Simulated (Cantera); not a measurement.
Input: 1 mol S, 0.6 mol H2O, at 21.0 mbar.

Equilibrium computed with Cantera from the NASA thermochemical tables; the gas is ideal and each condensed phase is pure. Candidate condensed phases: H2O, H2SO4, S; 19 gas species. Kinetics and transport are ignored. All values below are at 2200 K.

Base state: H2 0.276, S2 0.254, H2O 0.166, SO 0.110, SO2 0.0976, S 0.0364, SH 0.0283, H 0.0204 (mole fractions); condensed: gas only.

### Question
What changes in the equilibrium state with this change: H2O from 0.6 to 1.7 mol?

### Answer
```json
[
 {"species": "H2", "before": "0.276", "after": "0.329"},
 {"species": "H2O", "before": "0.166", "after": "0.318"},
 {"species": "SO2", "before": "0.0976", "after": "0.130"},
 {"species": "S2", "before": "0.254", "after": "0.0671"},
 {"species": "S", "before": "0.0364", "after": "0.0187"},
 {"species": "SH", "before": "0.0283", "after": "0.0159"},
 {"species": "SO", "before": "0.110", "after": "0.0909"},
 {"species": "H", "before": "0.0204", "after": "0.0223"},
 {"species": "O2", "before": "2.23e-5", "after": "5.77e-5"},
 {"species": "S2O", "before": "0.00191", "after": "0.000810"},
 {"species": "OH", "before": "0.00171", "after": "0.00300"},
 {"species": "H2S", "before": "0.00727", "after": "0.00445"},
 {"species": "O", "before": "8.82e-5", "after": "0.000142"}
]
```
